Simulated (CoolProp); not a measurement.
CH2F2 (R32) at 323.39 K and 8.74 MPa is throttled through a valve to 1.05 MPa with no heat exchange. Each further row changes one setting.

Model: reference Helmholtz-energy equation of state, Tillner-Roth 1997, in CoolProp.

```json
[
 {"case": "as stated", "temperature change (K)": "-42.0", "final phase": "two-phase, vapour fraction 0.254", "final density (kg/m³)": "?"},
 {"case": "outlet pressure 0.315 MPa", "temperature change (K)": "-76.8", "final phase": "two-phase, vapour fraction 0.386", "final density (kg/m³)": "?"},
 {"case": "outlet pressure 1.37 MPa", "temperature change (K)": "-32.9", "final phase": "?", "final density (kg/m³)": "157"}
]
```

Fill in the missing entries.


- as stated, final density (kg/m³): 104
- outlet pressure 0.315 MPa, final density (kg/m³): 22.4
- outlet pressure 1.37 MPa, final phase: two-phase, vapour fraction 0.210
